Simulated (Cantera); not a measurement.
Feed: 1 mol SiCl4, 14 mol N2O, 8.2 mol N2, equilibrated at 1250 °C and 10.0 mbar.

Method: chemical equilibrium by Gibbs-energy minimisation in Cantera with the NASA 1993 tables (ideal gas, pure condensed phases). Candidate condensed phases: Si, SiO2, Si2N2O, Si3N4; 23 gas species. The tables hold silica as quartz up to 1696 K and as liquid above; real silica turns to tridymite and cristobalite and melts near 1996 K. The numbers say what is thermodynamically allowed, not how fast it happens.

Base state: N2 0.701, O2 0.189, Cl 0.0908, Cl2 0.0178, NO 0.00122, ClO 9.43e-5, O 2.40e-5 (mole fractions); condensed: SiO2(β-quartz).

### Question
What changes in the equilibrium state with this change: N2O from 14 to 4.7 mol?

### Answer
```json
[
 {"species": "N2", "before": "0.701", "after": "0.737"},
 {"species": "Cl", "before": "0.0908", "after": "0.142"},
 {"species": "O2", "before": "0.189", "after": "0.0767"},
 {"species": "Cl2", "before": "0.0178", "after": "0.0434"},
 {"species": "O", "before": "2.40e-5", "after": "1.53e-5"},
 {"species": "NO", "before": "0.00122", "after": "0.000800"},
 {"species": "SiO2(β-quartz), mol", "before": "1.00", "after": "1.00"}
]
```
